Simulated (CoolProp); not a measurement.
Saturation properties of C3F8 (R218) (Tc = 345.0 K, pc = 26.40 bar, ω = 0.317).

Computed with CoolProp (reference Helmholtz-energy equation of state, Lemmon 2006). It is a short technical equation, of lower accuracy than the large ones.

```csv
T (K),p (bar),liquid density (kg/m³),liquid viscosity (µPa s)
262.2,2.857,1505,289
267,3.377,1483,269
271.8,3.966,1461,250
276.7,4.644,1438,232
281.5,5.388,1414,216
286.3,6.218,1389,201
291.1,7.140,1364,186
296,8.183,1336,173
300.8,9.311,1308,160
305.6,10.55,1277,148
```

It boils at 236.4 K under 1 atm.

Viscosity comes from a separate model (Huber 2003), an estimate that may be off by 10 % or more.
